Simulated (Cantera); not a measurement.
A perfectly stirred reactor is fed with 31.2 % CH₄, 68.8 % H₂, at 0.0133 bar; it is held at 1775 K, and followed from long to short residence time.

Cantera simulation using GRI-Mech 3.0 (53 species, 325 reactions); the numbers are that mechanism's predictions, not measurements. GRI-Mech 3.0 stops at C3 and has no aromatics, soot or wall deposition, so with more carbon than oxygen in the feed, carbon stays in small species such as C2H2 where larger ones or solid carbon would form. Radical loss at walls, strong at low pressure, is not modelled.

x: mole fraction; the columns are a selection and need not sum to one.

| τ (s) | x CH₄ | x H₂ | x C₂H | x CH₂ | x C₂H₄ | x CH₃ | x C₂H₂ |
|---|---|---|---|---|---|---|---|
| 13 | 0.00932 | 0.873 | 2.06e-6 | 9.64e-7 | 5.40e-5 | 0.000429 | 0.115 |
| 3.6 | 0.0200 | 0.866 | 1.73e-6 | 1.45e-6 | 1.00e-4 | 0.000801 | 0.111 |
| 1.0 | … | 0.852 | … | … | … | … | … |
| 0.28 | 0.0846 | 0.826 | 9.90e-7 | 2.65e-6 | 0.000841 | 0.00251 | 0.0849 |
| 0.080 | … | 0.784 | … | 3.23e-6 | … | … | … |
| 0.023 | 0.234 | 0.732 | 2.03e-7 | 3.25e-6 | 0.00387 | 0.00488 | 0.0243 |
| 0.0064 | 0.299 | 0.693 | 8.30e-9 | 1.38e-6 | 0.00182 | 0.00327 | 0.00190 |

Q: What belongs in the gaps?

A: 
- 1.0, x CH₄: 0.0424
- 1.0, x C₂H: 1.37e-6
- 1.0, x CH₂: 2.01e-6
- 1.0, x C₂H₄: 0.000274
- 1.0, x CH₃: 0.00146
- 1.0, x C₂H₂: 0.102
- 0.080, x CH₄: 0.151
- 0.080, x C₂H: 5.89e-7
- 0.080, x C₂H₄: 0.00222
- 0.080, x CH₃: 0.00388
- 0.080, x C₂H₂: 0.0577
